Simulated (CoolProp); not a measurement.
The numbers come from the reference Helmholtz-energy equation of state, Gao 2020 in CoolProp.

### Question
For ammonia, give the phase and the conductivity (mW/(m K)) at 652.1 K and 3650 kPa; 652.1 K and 11000 kPa; 652.1 K and 17000 kPa.

### Answer
- 652.1 K and 3650 kPa: gas; conductivity 76.8
- 652.1 K and 11000 kPa: gas; conductivity 82.1
- 652.1 K and 17000 kPa: supercritical; conductivity 87.8

Thermal conductivity comes from a separate model (Tufeu 1984).
